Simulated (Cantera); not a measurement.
A perfectly stirred reactor is fed with 33.5 % H2, 14.0 % O2, 52.6 % N2, at 2.50 bar; it is adiabatic with a 723 K inlet, and is followed from long to short residence time, starting on the burning branch (τ in s: 0.032, 0.013, 0.005, 0.002, 0.00079, 0.00031, 0.00012, 4.9e-05, 2e-05).

Cantera simulation using GRI-Mech 3.0 (53 species, 325 reactions); the numbers are that mechanism's predictions, not measurements. The hydrogen kinetics of GRI-Mech 3.0 are dated; newer H2 mechanisms differ, most at raised pressure.

x: mole fraction; the columns are a selection and need not sum to one.

```tsv
τ (s)	T (K)	x H2	x O2	x HO2	x O	x H2O2	x H2O
0.032	2628	0.0685	0.00103	8.22e-7	0.000556	1.46e-7	0.309
0.013	2624	0.0686	0.00111	8.86e-7	0.000592	1.52e-7	0.309
0.0050	2615	0.0688	0.00131	1.05e-6	0.000684	1.69e-7	0.307
0.0020	2595	0.0693	0.00175	1.42e-6	0.000893	2.01e-7	0.305
0.00079	2553	0.0705	0.00266	2.20e-6	0.00135	2.54e-7	0.300
0.00031	2478	0.0728	0.00432	3.70e-6	0.00228	3.31e-7	0.292
0.00012	2360	0.0760	0.00699	6.47e-6	0.00390	4.46e-7	0.279
4.9e-5	2210	0.0793	(withheld)	(withheld)	(withheld)	(withheld)	0.265
2.0e-5	(withheld)	0.0825	(withheld)	(withheld)	(withheld)	(withheld)	0.249
```

Task: Complete the blanks.

Result: 
- 4.9e-5, x O2: 0.0105
- 4.9e-5, x HO2: 1.11e-5
- 4.9e-5, x O: 0.00607
- 4.9e-5, x H2O2: 6.44e-7
- 2.0e-5, T (K): 2031
- 2.0e-5, x O2: 0.0151
- 2.0e-5, x HO2: 1.89e-5
- 2.0e-5, x O: 0.00853
- 2.0e-5, x H2O2: 1.08e-6
